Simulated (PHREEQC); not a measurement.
**Nickel, zinc or cadmium bath**

Solution (25 °C): 0.011 mol CdSO4, 0.00011 mol NaCl and 0.22 mol FeSO4 per kg of water. Closed to the air; pH follows from the charge balance.

The numbers come from PHREEQC with the ion-association model, phreeqc.dat.

This is a speciation only: nothing precipitates in the calculation.

Estimate the pH.

pH 5.81.

In which forms is Cl present?

Cl- 91 %, CdCl+ 5.5 %, FeCl+ 3.2 % of the Cl.
